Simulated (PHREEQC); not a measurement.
**Alkaline etch or developer**

Dissolve 0.001 mol LiOH and 0.00016 mol CO2 per kg of water at 20 °C. Closed to the air; pH follows from the charge balance.

All values are PHREEQC results (Pitzer model, pitzer.dat), not measurements.

Precipitation was switched off in this run.

**Question.** Estimate the pH, specific conductance.

**Answer.** pH 11.00; specific conductance 171 µS/cm.

**Question.** In which forms is C present?

**Answer.** CO3-2 82 %, HCO3- 18 % of the C.
